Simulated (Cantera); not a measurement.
An isothermal, constant-pressure homogeneous reactor starts with C2H6 : N2 = 1 : 15 (molar parts), at 1648 K and 0.370 bar. Integrator tolerance rtol = 1e-08.

Detailed kinetics in Cantera: GRI-Mech 3.0 (53 species, 325 reactions). GRI-Mech 3.0 stops at C3 and has no aromatics, soot or wall deposition, so with more carbon than oxygen in the feed, carbon stays in small species such as C2H2 where larger ones or solid carbon would form.

```csv
quantity,before,after
x(C2H6) at 4.00 s,3.40e-8 (gas-phase equilibrium 7.63e-9),3.01e-9 (gas-phase equilibrium 3.35e-12)
x(CH3) at 4.00 s,7.98e-6 (gas-phase equilibrium 3.44e-6),2.39e-6 (gas-phase equilibrium 7.21e-8)
x(H) at 4.00 s,4.86e-5 (gas-phase equilibrium 4.90e-5),1.72e-5 (gas-phase equilibrium 1.74e-5)
x(HCN) at 4.00 s,2.41e-6 (gas-phase equilibrium 0.0705),1.32e-5 (gas-phase equilibrium 0.0129)
x(C2H2) at 4.00 s,0.0550 (gas-phase equilibrium 0.0201),0.00694 (gas-phase equilibrium 0.000551)
x(H2) at 4.00 s,0.110 (gas-phase equilibrium 0.110),0.0138 (gas-phase equilibrium 0.0140)
```

Task: Which change was made?
A) C2H6 1 to 5.8 parts
B) N2 15 to 3.4 parts
C) C2H6 1 to 0.38 parts
D) N2 15 to 140 parts

Result: D, N2 15 to 140 parts
